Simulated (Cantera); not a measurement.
Input (Python, Cantera) and output of one run.

```python
import numpy as np
import cantera as ct

gas_names = """
    AL ALI ALI3 AL2 AL2I6 I I2
""".split()
cond_names = """
    AL(cr) AL(L) ALI3(s) ALI3(L) I2(cr) I2(L)
""".split()


# ... load() reads the species with a 1 bar reference pressure and builds the phases ...
atoms = {
    'Al': {'AL': 1},
    'I2': {'I': 2},
}
top_T = {}  # K; cautious upper limits of use, not melting points


# ... equilibrate(T, P, feed) seeds the gas with the atoms and calls Mixture.equilibrate('TP', solver="vcs", rtol=1e-11, max_steps=5000) ...
results = []
P = 3100  # Pa
for T in [850, 900, 950, 1000, 1050, 1100, 1150, 1200, 1250, 1300, 1350, 1400, 1450]:
    for m in [0.68, 0.86, 1.1, 1.3, 1.7, 2.1, 2.6, 3.3, 4.1, 5.2, 6.5]:
        feed = {'Al': 1, 'I2': m}  # mol
        mix = equilibrate(T, P, feed)
        results.append((T, P, feed, dict(zip(mix.species_names, mix.species_moles))))

for T, P, feed, n in results:
    print(f"{T:7g} {feed['I2']:10.4g}  " + (" + ".join(c for c in cond_names if n.get(c, 0) > 1e-12) or "gas only"))
```

It prints:

```
    850       0.68  AL(cr)
    850       0.86  AL(cr)
    850        1.1  AL(cr)
    850        1.3  AL(cr)
    850        1.7  gas only
    850        2.1  gas only
    850        2.6  gas only
    850        3.3  gas only
    850        4.1  gas only
    850        5.2  gas only
    850        6.5  gas only
    900       0.68  AL(cr)
    900       0.86  AL(cr)
    900        1.1  AL(cr)
    900        1.3  AL(cr)
    900        1.7  gas only
    900        2.1  gas only
    900        2.6  gas only
    900        3.3  gas only
    900        4.1  gas only
    900        5.2  gas only
    900        6.5  gas only
    950       0.68  AL(L)
    950       0.86  AL(L)
    950        1.1  AL(L)
    950        1.3  AL(L)
    950        1.7  gas only
    950        2.1  gas only
    950        2.6  gas only
    950        3.3  gas only
    950        4.1  gas only
    950        5.2  gas only
    950        6.5  gas only
   1000       0.68  AL(L)
   1000       0.86  AL(L)
   1000        1.1  AL(L)
   1000        1.3  AL(L)
   1000        1.7  gas only
   1000        2.1  gas only
   1000        2.6  gas only
   1000        3.3  gas only
   1000        4.1  gas only
   1000        5.2  gas only
   1000        6.5  gas only
   1050       0.68  AL(L)
   1050       0.86  AL(L)
   1050        1.1  AL(L)
   1050        1.3  gas only
   1050        1.7  gas only
   1050        2.1  gas only
   1050        2.6  gas only
   1050        3.3  gas only
   1050        4.1  gas only
   1050        5.2  gas only
   1050        6.5  gas only
   1100       0.68  AL(L)
   1100       0.86  AL(L)
   1100        1.1  gas only
   1100        1.3  gas only
   1100        1.7  gas only
   1100        2.1  gas only
   1100        2.6  gas only
   1100        3.3  gas only
   1100        4.1  gas only
   1100        5.2  gas only
   1100        6.5  gas only
   1150       0.68  AL(L)
   1150       0.86  gas only
   1150        1.1  gas only
   1150        1.3  gas only
   1150        1.7  gas only
   1150        2.1  gas only
   1150        2.6  gas only
   1150        3.3  gas only
   1150        4.1  gas only
   1150        5.2  gas only
   1150        6.5  gas only
   1200       0.68  gas only
   1200       0.86  gas only
   1200        1.1  gas only
   1200        1.3  gas only
   1200        1.7  gas only
   1200        2.1  gas only
   1200        2.6  gas only
   1200        3.3  gas only
   1200        4.1  gas only
   1200        5.2  gas only
   1200        6.5  gas only
   1250       0.68  gas only
   1250       0.86  gas only
   1250        1.1  gas only
   1250        1.3  gas only
   1250        1.7  gas only
   1250        2.1  gas only
   1250        2.6  gas only
   1250        3.3  gas only
   1250        4.1  gas only
   1250        5.2  gas only
   1250        6.5  gas only
   1300       0.68  gas only
   1300       0.86  gas only
   1300        1.1  gas only
   1300        1.3  gas only
   1300        1.7  gas only
   1300        2.1  gas only
   1300        2.6  gas only
   1300        3.3  gas only
   1300        4.1  gas only
   1300        5.2  gas only
   1300        6.5  gas only
   1350       0.68  gas only
   1350       0.86  gas only
   1350        1.1  gas only
   1350        1.3  gas only
   1350        1.7  gas only
   1350        2.1  gas only
   1350        2.6  gas only
   1350        3.3  gas only
   1350        4.1  gas only
   1350        5.2  gas only
   1350        6.5  gas only
   1400       0.68  gas only
   1400       0.86  gas only
   1400        1.1  gas only
   1400        1.3  gas only
   1400        1.7  gas only
   1400        2.1  gas only
   1400        2.6  gas only
   1400        3.3  gas only
   1400        4.1  gas only
   1400        5.2  gas only
   1400        6.5  gas only
   1450       0.68  gas only
   1450       0.86  gas only
   1450        1.1  gas only
   1450        1.3  gas only
   1450        1.7  gas only
   1450        2.1  gas only
   1450        2.6  gas only
   1450        3.3  gas only
   1450        4.1  gas only
   1450        5.2  gas only
   1450        6.5  gas only
```

These are equilibrium values from Cantera (NASA tables, ideal gas, pure condensed phases), not measurements of a reactor.
